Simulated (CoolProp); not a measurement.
Values from CoolProp's reference Helmholtz-energy equation of state, Tillner-Roth 1994.

Task: Give the vapour pressure (MPa), liquid density (kg/m³), liquid conductivity (mW/(m K)) of saturated R134a at 274.4 K.

Result: 
```tsv
T (K)	p (MPa)	liquid density (kg/m³)	liquid conductivity (mW/(m K))
274.4	0.306	1290	91.5
```

Thermal conductivity comes from a separate model (McLinden 2000), an estimate that may be off by 10 % or more.
